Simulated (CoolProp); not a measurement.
Dodecamethylcyclohexasiloxane (D6) along the isotherm 346.85 °C: fugacity coefficient from the reference equation and from simpler models built on Tc = 372.6 °C, pc = 0.9614 MPa, ω = 0.736; each cubic takes its own stable root.

Model: reference Helmholtz-energy equation of state, Colonna 2008, in CoolProp. It is a short technical equation, of lower accuracy than the large ones.

```tsv
p (MPa)	phase	reference	van der Waals	Redlich-Kwong	Soave-Redlich-Kwong	Peng-Robinson
0.00152	gas	0.9992	0.9995	0.9994	0.9994	0.9993
0.00288	gas	0.9986	0.9990	0.9989	0.9988	0.9987
0.00546	gas	0.9973	0.9981	0.9978	0.9977	0.9975
0.0104	gas	0.9948	0.9965	0.9959	0.9956	0.9952
0.0196	gas	0.9902	0.9933	0.9922	0.9918	0.9910
0.0372	gas	0.9815	0.9873	0.9852	0.9845	0.9829
0.0706	gas	0.9650	0.9760	0.9720	0.9706	0.9677
0.134	gas	0.9342	0.9545	…	…	…
0.254	gas	0.8775	…	0.9004	…	0.8860
0.481	gas	0.7746	…	0.8130	0.8028	0.7876
```

**Question.** Some entries are withheld; supply them.

**Answer.** 
- 0.134, Redlich-Kwong: 0.9471
- 0.134, Soave-Redlich-Kwong: 0.9443
- 0.134, Peng-Robinson: 0.9392
- 0.254, van der Waals: 0.9139
- 0.254, Soave-Redlich-Kwong: 0.8952
- 0.481, van der Waals: 0.8368
